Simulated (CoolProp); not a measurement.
Ethylene at 298.15 K and 1.09 MPa is compressed adiabatically to 2.4 MPa with isentropic efficiency 0.9. Each further row changes one setting.

Model: reference Helmholtz-energy equation of state, Smukala 2000, in CoolProp.

```tsv
case	work (kJ/kg)	final temperature (K)	final density (kg/m³)
as stated	77.7	352.9	25.0
efficiency 1	70.0	348.8	25.4
efficiency 0.65	108	368.6	23.6
```
